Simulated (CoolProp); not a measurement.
CH2F2 (R32) at 284.31 K and 0.599 MPa is throttled through a valve to 0.362 MPa with no heat exchange. Each further row changes one setting.

The numbers come from the reference Helmholtz-energy equation of state, Tillner-Roth 1997 in CoolProp.

| case | temperature change (K) | final density (kg/m³) |
|---|---|---|
| as stated | ? | ? |
| outlet pressure 0.109 MPa | ? | ? |
| outlet pressure 0.471 MPa | -3.8 | ? |

Q: Fill in the missing entries.

A: 
- as stated, temperature change (K): -7.3
- as stated, final density (kg/m³): 8.70
- outlet pressure 0.109 MPa, temperature change (K): -16.0
- outlet pressure 0.109 MPa, final density (kg/m³): 2.59
- outlet pressure 0.471 MPa, final density (kg/m³): 11.4
